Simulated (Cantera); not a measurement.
Source: NASA polynomial tables (part measured, part estimated), evaluated in Cantera. Values are per mole of reaction as written; species without (g) are pure solids or liquids, kept so even where they would boil at 1 bar.

**Question.** Between 300 and 1573 K, where is each reaction favourable under standard conditions?
- 3 Cl₂(g) + Fe₂O₃ = 3 O(g) + 2 FeCl₃(g)

**Answer.** 
- 3 Cl₂(g) + Fe₂O₃ = 3 O(g) + 2 FeCl₃(g): ΔG° is 942 kJ at 300 K and 437 kJ at 1573 K; it stays positive (K < 1). ΔH° is 1032 kJ and ΔS° 379 J/K at 1573 K.
